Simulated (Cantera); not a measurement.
Mixture: 28.1 % H₂, 15.3 % O₂, 56.6 % N₂, at 1.60 bar, adiabatic and at constant pressure. Ignition delay is the time to a rise of 400 K.

Computed with Cantera and the H2/O2 subset of GRI-Mech 3.0, which has no nitrogen chemistry. Where the delays flatten at high temperature, the 400 K rule measures the pace of heat release, not the induction time.

**Question.** Predict: delay at 1150 K; delay at 1300 K; delay at 1450 K; delay at 1600 K; delay at 1750 K.

**Answer.** 
| Quantity | Result |
|---|---|
| delay at 1150 K | 42.1 µs |
| delay at 1300 K | 18.4 µs |
| delay at 1450 K | 11.3 µs |
| delay at 1600 K | 8.63 µs |
| delay at 1750 K | 7.83 µs |
